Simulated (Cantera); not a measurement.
Thermodynamics of boron, boron nitride and boron oxide, feed B2H6 + O2 + H2

Charge: 1 mol B2H6, 0.14 mol O2, a varied amount of H2, held at 20000 Pa.

Equilibrium computed with Cantera from the NASA thermochemical tables; the gas is ideal and each condensed phase is pure. Candidate condensed phases: B, B2O3, B3O3H3, H2O; 23 gas species. The feed counts by its element totals alone. Mutual solubility and eutectic melting of coexisting phases are not modelled. Rates play no part.

Task: Map the stable condensed phases over T = 775, 875, 975, 1075, 1175, 1275, 1375, 1475, 1575, 1675, 1775 °C and n(H2) in mol = 0.16, 0.26, 0.44, 0.73, 1.2, 2, 3.4, 5.7, 9.5, 16, 26, 44.

Result: 
```
T in °C \ n(H2) in mol
         0.16 0.26 0.44 0.73  1.2    2  3.4  5.7  9.5   16   26   44
   1775     A    A    A    A    A    A    A    A    A    A    A    A
   1675     A    A    A    A    A    A    A    A    A    A    A    A
   1575     A    A    A    A    A    A    A    A    A    A    A    A
   1475     A    A    A    A    A    A    A    A    A    A    A    A
   1375     B    B    B    B    B    A    A    A    A    A    A    A
   1275     B    B    B    B    B    B    B    B    A    A    A    A
   1175     B    B    B    B    B    B    B    B    B    B    A    A
   1075     B    B    B    B    B    B    B    B    B    B    A    A
    975     B    B    B    B    B    B    B    B    B    B    B    A
    875     B    B    B    B    B    B    B    B    B    B    B    A
    775     B    B    B    B    B    B    B    B    B    B    B    A
```
A: B; B: B + B2O3.
